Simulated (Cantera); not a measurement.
**Equilibrium for halide evaporation, hydrolysis and transport: CaF2 + HF + N2**

Charge: 1 mol CaF2, 0.058 mol HF, 0.13 mol N2, held at 2150 K.

Cantera equilibrium calculation (NASA polynomials, part measured and part estimated; ideal gas, pure solids and liquids). Candidate condensed phases: Ca, CaF2; 25 gas species. Kinetics and transport are ignored.

From 0.000750 Torr to 7.50 Torr nothing is condensed. From 34.5 Torr to 750 Torr the condensed part is CaF2(l). The main Ca-bearing gas is CaF2 throughout.

```
P (Pa)  log p CaF2  log p N2  log p HF  log p F  log p CaF  n CaF2(l)
------  ----------  --------  --------  -------  ---------  ---------
0.100        -6.14     -6.99     -7.41    -7.13      -7.26          0
0.460        -5.44     -6.31     -6.70    -6.80      -6.89          0
2.20         -4.75     -5.63     -5.99    -6.46      -6.53          0
10           -4.08     -4.96     -5.32    -6.14      -6.20          0
46           -3.42     -4.30     -4.65    -5.80      -5.86          0
220          -2.73     -3.62     -3.97    -5.46      -5.52          0
1000         -2.08     -2.96     -3.31    -5.13      -5.19          0
4600         -1.84     -1.66     -2.01    -4.76      -5.33      0.912
22000        -1.84     -0.85     -1.20    -4.31      -5.78      0.987
100000       -1.84     -0.17     -0.52    -3.88      -6.20      0.997
```
log p: log10 of the partial pressure in bar; n: condensed amount in mol.
